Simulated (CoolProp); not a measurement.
Vapour-liquid equilibrium of dimethyl ether (1) + 1-butene (2) at 23.8 bar; x and y are mole fractions of (1).

Model: multi-fluid Helmholtz-energy mixture model, Wu 2011 and Lemmon 2005; pair parameters Bell 2016, in CoolProp.

```tsv
x	bubble temperature, mixture model (°C)	bubble temperature, Raoult's law (°C)	y, mixture model	y, Raoult's law
0.05	113.0	113.3	0.073	0.088
0.2	105.9	107.0	0.273	0.314
0.35	(withheld)	101.5	0.444	0.498
0.5	94.9	96.6	(withheld)	0.648
0.65	(withheld)	92.2	0.723	0.775
0.8	87.1	88.1	0.844	0.881
0.95	84.1	84.4	(withheld)	0.972
```

Problem. What belongs in the gaps?

Solution. 
- 0.35, bubble temperature, mixture model (°C): 100.0
- 0.5, y, mixture model: 0.592
- 0.65, bubble temperature, mixture model (°C): 90.7
- 0.95, y, mixture model: 0.961

The largest gap from Raoult's law is -1.7 K in bubble temperature, at x = 0.5. No azeotrope shows between x = 0.05 and 0.95.

The pair parameters rest on a limited set of measurements; away from them the model extrapolates.
